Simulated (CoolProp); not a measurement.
Vapour-liquid equilibrium of CHF3 (R23) (1) + CH2F2 (R32) (2) at 1.34 MPa; x and y are mole fractions of (1).

Model: multi-fluid Helmholtz-energy mixture model, Penoncello 2003 and Tillner-Roth 1997; pair parameters Bell 2016, in CoolProp.

Task: Give the bubble temperature and the first vapour's composition at x = 0.35, 0.75, 0.85. Is there an azeotrope?

Result: x = 0.35: -0.5 °C, y = 0.562; x = 0.75: -14.5 °C, y = 0.880; x = 0.85: -17.4 °C, y = 0.933. No azeotrope shows between x = 0.05 and 0.95.

Pair parameters are fitted to limited data, so mixtures are less certain than the pure fluids.
